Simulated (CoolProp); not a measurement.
Water at several states: fugacity coefficient from the reference equation and from simpler models built on Tc = 647.1 K, pc = 22.06 MPa, ω = 0.344; each cubic takes its own stable root.

Values from CoolProp's reference Helmholtz-energy equation of state, Wagner 2002.

```json
[
 {"T (K)": "688.7", "p (MPa)": "2.66", "phase": "gas", "reference": "(withheld)", "van der Waals": "(withheld)", "Redlich-Kwong": "0.9660", "Peng-Robinson": "(withheld)"},
 {"T (K)": "826.4", "p (MPa)": "8.35", "phase": "gas", "reference": "0.9520", "van der Waals": "0.9398", "Redlich-Kwong": "0.9394", "Peng-Robinson": "0.9419"},
 {"T (K)": "434.6", "p (MPa)": "0.819", "phase": "liquid", "reference": "0.7461", "van der Waals": "0.9722", "Redlich-Kwong": "0.9620", "Peng-Robinson": "0.7491"},
 {"T (K)": "308.5", "p (MPa)": "100", "phase": "liquid", "reference": "0.0001144", "van der Waals": "0.01716", "Redlich-Kwong": "0.0006485", "Peng-Robinson": "0.0001136"}
]
```

Problem. Complete the blanks.

Solution. 
- 688.7, reference: 0.9685
- 688.7, van der Waals: 0.9694
- 688.7, Peng-Robinson: 0.9632

At some of these states van der Waals, Redlich-Kwong gives the other phase, because its saturation line lies elsewhere.
